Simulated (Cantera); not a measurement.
An isothermal, constant-pressure homogeneous reactor starts with C2H6 : N2 = 1 : 2.2 (molar parts), at 1400 K and 158 Torr.

Detailed kinetics in Cantera: GRI-Mech 3.0 (53 species, 325 reactions). GRI-Mech 3.0 stops at C3 and has no aromatics, soot or wall deposition, so with more carbon than oxygen in the feed, carbon stays in small species such as C2H2 where larger ones or solid carbon would form.

x: mole fraction; the columns are a selection and need not sum to one.

```json
[
 {"t (s)": "3.00e-5", "x C2H6": "0.311", "x C2H4": "0.000472", "x HCN": "1.31e-11", "x CH4": "0.000329", "x C2H2": "6.61e-8"},
 {"t (s)": "0.000153", "x C2H6": "0.286", "x C2H4": "0.0158", "x HCN": "[?]", "x CH4": "0.00456", "x C2H2": "0.000101"},
 {"t (s)": "0.000780", "x C2H6": "0.166", "x C2H4": "0.0907", "x HCN": "[?]", "x CH4": "0.0295", "x C2H2": "0.00453"},
 {"t (s)": "0.00398", "x C2H6": "0.0124", "x C2H4": "0.149", "x HCN": "4.92e-9", "x CH4": "0.0719", "x C2H2": "0.0420"},
 {"t (s)": "0.0203", "x C2H6": "0.000249", "x C2H4": "0.101", "x HCN": "4.82e-9", "x CH4": "0.0722", "x C2H2": "0.0880"},
 {"t (s)": "0.103", "x C2H6": "5.21e-5", "x C2H4": "0.0527", "x HCN": "4.61e-9", "x CH4": "0.0694", "x C2H2": "0.128"},
 {"t (s)": "0.528", "x C2H6": "1.85e-5", "x C2H4": "0.0111", "x HCN": "4.45e-9", "x CH4": "0.0666", "x C2H2": "0.163"},
 {"t (s)": "2.69", "x C2H6": "1.60e-5", "x C2H4": "0.00885", "x HCN": "4.48e-9", "x CH4": "0.0645", "x C2H2": "0.165"},
 {"t (s)": "13.7", "x C2H6": "1.48e-5", "x C2H4": "0.00918", "x HCN": "4.70e-9", "x CH4": "0.0568", "x C2H2": "0.167"},
 {"t (s)": "70.0", "x C2H6": "1.33e-5", "x C2H4": "0.00969", "x HCN": "[?]", "x CH4": "0.0451", "x C2H2": "0.171"}
]
```

### Question
What belongs in the gaps?

### Answer

- 0.000153, x HCN: 1.51e-9
- 0.000780, x HCN: 3.76e-9
- 70.0, x HCN: 6.06e-9
